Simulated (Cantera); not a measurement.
A Cantera script and what it prints.

```python
import numpy as np
import cantera as ct

gas_names = """
    CL CL2 H HCL H2 Si SiCL SiCL2 SiCL3 SiCL4 SiH SiHCL3 SiH2 SiH2CL2 SiH3 SiH3CL SiH4 Si2 Si3
""".split()
cond_names = """
    Si(cr) Si(L)
""".split()


# ... load() reads the species with a 1 bar reference pressure and builds the phases ...
atoms = {
    'Si2Cl6': {'Si': 2, 'CL': 6},
    'Cl2': {'CL': 2},
    'H2': {'H': 2},
}
top_T = {}  # K; cautious upper limits of use, not melting points


# ... equilibrate(T, P, feed) seeds the gas with the atoms and calls Mixture.equilibrate('TP', solver="vcs", rtol=1e-11, max_steps=5000) ...
results = []
feed = {'Si2Cl6': 1, 'Cl2': 0.68, 'H2': 4.9}  # mol
T = 1048.15  # K
P = 810  # Pa
mix = equilibrate(T, P, feed)
results.append((T, P, feed, dict(zip(mix.species_names, mix.species_moles))))
print(gas.report(threshold=0.0001))
for i in range(1, mix.n_phases):
    print(f"{mix.phase(i).name:16s} {mix.phase_moles(i):12.5e} mol")
```

It prints:

```
       temperature   1048.2 K
          pressure   810 Pa
           density   0.0043742 kg/m^3
  mean mol. weight   47.062 kg/kmol
   phase of matter   gas

                          1 kg             1 kmol
                     ---------------   ---------------
          enthalpy       -2.8656e+06       -1.3486e+08  J
   internal energy       -3.0507e+06       -1.4357e+08  J
           entropy            6255.5         2.944e+05  J/K
    Gibbs function       -9.4223e+06       -4.4343e+08  J
 heat capacity c_p              1060             49887  J/K
 heat capacity c_v            883.36             41573  J/K

                      mass frac. Y      mole frac. X     chem. pot. / RT
                     ---------------   ---------------   ---------------
               HCL          0.046108          0.059519           -42.628
                H2          0.028808           0.67251           -22.836
             SiCL2          0.020638         0.0098124           -66.181
             SiCL3          0.031113          0.010892            -97.39
             SiCL4           0.79891           0.22132            -128.6
            SiHCL3            0.0737          0.025608           -108.81
           SiH2CL2        0.00072345         0.0003371           -89.017
     [  +12 minor]        1.6405e-06        1.2333e-06

Si(cr)            1.64651e-01 mol
```

Equilibrium computed with Cantera from the NASA thermochemical tables; the gas is ideal and each condensed phase is pure. The feed counts by its element totals alone. The tables' values for SiCl3 are old estimates; treat these amounts as uncertain.
